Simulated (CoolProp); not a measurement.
A single-stage vapour-compression cycle with CH2F2 (R32): evaporating at 236.15 K (dew point), condensing at 290.15 K (bubble point), superheat 0 K, subcooling 2 K, compressor efficiency 0.75, no pressure losses. Each further row changes one setting.

Computed with CoolProp (reference Helmholtz-energy equation of state, Tillner-Roth 1997).

| case | cooling COP | pressure ratio | discharge temperature (K) | refrigerating effect (kJ/kg) | volumetric capacity (kJ/m³) |
|---|---|---|---|---|---|
| as stated | (withheld) | 6.68 | 372.0 | 277 | 1590 |
| evaporating temperature 241.15 K | (withheld) | 5.39 | 361.4 | 279 | (withheld) |
| condensing temperature 285.15 K | 2.91 | 5.79 | 360.7 | 286 | 1640 |
| subcooling 7 K | (withheld) | 6.68 | 372.0 | 286 | 1640 |
| superheat 10 K | 2.52 | 6.68 | (withheld) | 286 | 1560 |
| compressor efficiency 0.65 | (withheld) | 6.68 | (withheld) | 277 | 1590 |

Task: Fill in the missing entries.

Result: 
- as stated, cooling COP: 2.57
- evaporating temperature 241.15 K, cooling COP: 2.96
- evaporating temperature 241.15 K, volumetric capacity (kJ/m³): 1970
- subcooling 7 K, cooling COP: 2.66
- superheat 10 K, discharge temperature (K): 386.1
- compressor efficiency 0.65, cooling COP: 2.23
- compressor efficiency 0.65, discharge temperature (K): 387.5
